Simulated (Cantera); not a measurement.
Mixture: 4.14 % CH4, 2.65 % CO, 18.8 % O2, 70.8 % N2, 3.56 % CO2, equivalence ratio 0.51, at 25500 Torr, adiabatic and at constant pressure. Ignition delay is the time to a rise of 400 K.

Computed with Cantera and GRI-Mech 3.0 (53 species, 325 reactions). The pressure lies above the range GRI-Mech 3.0 was tuned for (to about 10 atm).

Problem. Predict: delay at 1323 K; delay at 1423 K; delay at 1523 K; delay at 1623 K; delay at 1723 K; delay at 1823 K; delay at 1923 K; apparent activation energy between 1723 and 1923 K.

Solution. 
```json
{
 "delay at 1323 K": "0.339 ms",
 "delay at 1423 K": "0.117 ms",
 "delay at 1523 K": "46.8 µs",
 "delay at 1623 K": "20.7 µs",
 "delay at 1723 K": "10.0 µs",
 "delay at 1823 K": "5.24 µs",
 "delay at 1923 K": "2.93 µs",
 "apparent activation energy between 1723 and 1923 K": "170 kJ/mol"
}
```
